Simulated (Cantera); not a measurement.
Charge: 1 mol SiCl4, 1.5 mol C2H2, 1.2 mol H2, held at 1.33 mbar.

Equilibrium computed with Cantera from the NASA thermochemical tables; the gas is ideal and each condensed phase is pure. Candidate condensed phases: C, C6H6, C7H8, C8H18, Si, SiC; 109 gas species. The numbers say what is thermodynamically allowed, not how fast it happens.

Task: What share of the Si ends up in condensed phases as a function of T (K), at 950, 1100, 1250, 1400, 1550, 1700, 1850, 2000, 2150, 2300, 2450, 2600?

Result: 
| T (K) | Si condensed (%) | as |
|---|---|---|
| 950 | 27.2 | SiC(s) |
| 1100 | 52.5 | SiC(s) |
| 1250 | 71.7 | SiC(s) |
| 1400 | 74.9 | SiC(s) |
| 1550 | 66.5 | SiC(s) |
| 1700 | 55.2 | SiC(s) |
| 1850 | 44.4 | SiC(s) |
| 2000 | 34.6 | SiC(s) |
| 2150 | 19.7 | SiC(s) |
| 2300 | 0.0 | - |
| 2450 | 0.0 | - |
| 2600 | 0.0 | - |
